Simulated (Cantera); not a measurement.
Feed: 1 mol NH₃, 1.8 mol H₂, 34 mol N₂, held at 45.0 bar.

Equilibrium computed with Cantera from the NASA thermochemical tables; the gas is ideal and each condensed phase is pure. The ideal-gas law is rough above about 30 bar. Rates play no part. All values below are at 625 °C.

Base state: N₂ 0.913, H₂ 0.0854, NH₃ 0.00132 (mole fractions); condensed: gas only.

### Question
What changes in the equilibrium state with this change: NH₃ replaced by SF₆?

### Answer
```tsv
species	before	after
N₂	0.913	0.887
HF	0	0.0939
SF₄	0	0.0108
H₂	0.0854	<1e-9
S₂F₂ (SSF₂)	0	0.00719
NH₃	0.00132	<1e-9
SF₆	0	0.000800
SF₂	0	6.52e-5
```
The tables' values for S₂F₂ (SSF₂), SF₃ are old estimates; treat these amounts as uncertain. Further candidate phases: S.
